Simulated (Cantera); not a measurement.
# Equilibrium for tantalum, niobium, vanadium and zirconium in process gases: Nb + H2O

A closed system holds: 1 mol Nb, 23 mol H2O, at 0.0120 bar.

Equilibrium computed with Cantera from the NASA thermochemical tables; the gas is ideal and each condensed phase is pure. Candidate condensed phases: H2O, Nb, NbO, NbO2, Nb2O5; 12 gas species. Condensed phases not in the tables: the oxides between NbO2 and Nb2O5. Rates play no part.

```json
[
 {"T (K)": "2248", "x H2O": "0.816", "x H": "0.0236", "x H2": "0.124", "x O": "0.00307", "x OH": "0.0233", "x O2": "0.00849", "x NbO2": "0.00187", "x NbO": "3.34e-7", "n Nb2O5(l)": "0.478"},
 {"T (K)": "2348", "x H2O": "0.748", "x H": "0.0421", "x H2": "0.139", "x O": "0.00793", "x OH": "0.0388", "x O2": "0.0177", "x NbO2": "0.00662", "x NbO": "2.02e-6", "n Nb2O5(l)": "0.418"},
 {"T (K)": "2448", "x H2O": "0.645", "x H": "0.0716", "x H2": "0.155", "x O": "0.0178", "x OH": "0.0580", "x O2": "0.0305", "x NbO2": "0.0217", "x NbO": "1.16e-5", "n Nb2O5(l)": "0.212"},
 {"T (K)": "2548", "x H2O": "0.522", "x H": "0.117", "x H2": "0.171", "x O": "0.0348", "x OH": "0.0780", "x O2": "0.0434", "x NbO2": "0.0343", "x NbO": "3.29e-5", "n Nb2O5(l)": "0"},
 {"T (K)": "2648", "x H2O": "0.395", "x H": "0.182", "x H2": "0.184", "x O": "0.0604", "x OH": "0.0950", "x O2": "0.0525", "x NbO2": "0.0311", "x NbO": "5.50e-5", "n Nb2O5(l)": "0"},
 {"T (K)": "2748", "x H2O": "0.268", "x H": "0.265", "x H2": "0.183", "x O": "0.0956", "x OH": "0.104", "x O2": "0.0564", "x NbO2": "0.0276", "x NbO": "9.03e-5", "n Nb2O5(l)": "0"},
 {"T (K)": "2848", "x H2O": "0.160", "x H": "0.358", "x H2": "0.165", "x O": "0.138", "x OH": "0.102", "x O2": "0.0535", "x NbO2": "0.0240", "x NbO": "0.000148", "n Nb2O5(l)": "0"}
]
```
x: gas mole fraction; n: condensed amount in mol.

From 2248 K to 2448 K the condensed part is Nb2O5(l). From 2548 K to 2848 K nothing is condensed. The main Nb-bearing gas is NbO2 throughout.
